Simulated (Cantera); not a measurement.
Charge: 1 mol Nb2O5, 4.7 mol H2, 0.91 mol H2O, held at 280 Pa.

Method: chemical equilibrium by Gibbs-energy minimisation in Cantera with the NASA 1993 tables (ideal gas, pure condensed phases). Candidate condensed phases: H2O, Nb, NbO, NbO2, Nb2O5; 12 gas species. Mutual solubility and eutectic melting of coexisting phases are not modelled. Condensed phases not in the tables: the oxides between NbO2 and Nb2O5. The numbers say what is thermodynamically allowed, not how fast it happens.

x: gas mole fraction; n: condensed amount in mol.

```tsv
T (K)	x H2	x H2O	x H	x OH	x NbO2	x O	n Nb2O5(s)	n NbO2(s)	n Nb2O5(l)
1475	0.838	0.162	0.000224	1.14e-6	6.80e-9	2.67e-10	1.00	0	0
1525	0.837	0.162	[?]	[?]	[?]	[?]	1.00	0	0
1575	0.837	0.162	0.000719	5.06e-6	1.50e-7	3.64e-9	1.00	0	0
1625	0.837	0.162	0.00122	9.95e-6	6.08e-7	1.19e-8	1.000	0	0
1675	0.836	0.162	0.00201	1.88e-5	2.26e-6	3.65e-8	1.000	0	0
1725	0.828	0.169	[?]	[?]	[?]	[?]	0.960	[?]	0
1775	0.805	0.190	0.00491	7.22e-5	2.25e-5	3.43e-7	0.841	0.319	0
1825	0.806	0.187	0.00747	0.000121	6.29e-5	8.62e-7	0	0.284	0.858
```

Q: What belongs in the gaps?

A: 
- 1525, x H: 0.000409
- 1525, x OH: 2.46e-6
- 1525, x NbO2: 3.36e-8
- 1525, x O: 1.03e-9
- 1725, x H: 0.00319
- 1725, x OH: 3.59e-5
- 1725, x NbO2: 7.57e-6
- 1725, x O: 1.10e-7
- 1725, n NbO2(s): 0.0807
